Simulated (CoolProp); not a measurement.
Sulfur hexafluoride along the isobar 46.4 bar: fugacity coefficient from the reference equation and from simpler models built on Tc = 318.7 K, pc = 37.55 bar, ω = 0.210; each cubic takes its own stable root.

Values from CoolProp's reference Helmholtz-energy equation of state, Guder 2009.

| T (K) | phase | reference | Redlich-Kwong | Soave-Redlich-Kwong | Peng-Robinson |
|---|---|---|---|---|---|
| 275.1 | liquid | 0.2638 | 0.3034 | 0.2714 | 0.2606 |
| 307.5 | liquid | 0.4817 | 0.5008 | 0.4902 | 0.4706 |
| 340 | supercritical | 0.6803 | 0.6690 | 0.6800 | 0.6538 |
| 372.4 | supercritical | 0.7717 | 0.7531 | 0.7728 | 0.7455 |
| 404.9 | supercritical | 0.8322 | 0.8100 | 0.8357 | 0.8088 |
| 437.3 | supercritical | 0.8754 | 0.8514 | 0.8811 | 0.8552 |
| 469.7 | supercritical | 0.9075 | 0.8827 | 0.9149 | 0.8903 |
| 502.2 | supercritical | 0.9318 | 0.9069 | 0.9406 | 0.9174 |
| 534.6 | supercritical | 0.9505 | 0.9258 | 0.9602 | 0.9384 |
| 567 | supercritical | 0.9651 | 0.9408 | 0.9753 | 0.9550 |
